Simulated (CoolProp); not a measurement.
A single-stage vapour-compression cycle with R245ca: evaporating at 304.15 K (dew point), condensing at 352.15 K (bubble point), superheat 5 K, subcooling 2 K, compressor efficiency 0.75, no pressure losses. Each further row changes one setting.

Model: reference Helmholtz-energy equation of state, Zhou 2016, in CoolProp.

| case | cooling COP | pressure ratio | discharge temperature (K) | refrigerating effect (kJ/kg) | volumetric capacity (kJ/m³) |
|---|---|---|---|---|---|
| as stated | … | 4.42 | 354.8 | 140 | 957 |
| evaporating temperature 309.15 K | 4.42 | … | 354.6 | 144 | 1170 |
| condensing temperature 347.15 K | 4.38 | 3.87 | … | 147 | 1010 |
| subcooling 7 K | … | 4.42 | 354.8 | 147 | 1010 |
| superheat 15 K | … | 4.42 | 364.8 | 149 | 985 |
| compressor efficiency 0.65 | 3.28 | 4.42 | 359.9 | 140 | 957 |

### Question
Some entries are withheld; supply them.

### Answer

- as stated, cooling COP: 3.79
- evaporating temperature 309.15 K, pressure ratio: 3.69
- condensing temperature 347.15 K, discharge temperature (K): 350.5
- subcooling 7 K, cooling COP: 3.99
- superheat 15 K, cooling COP: 3.88
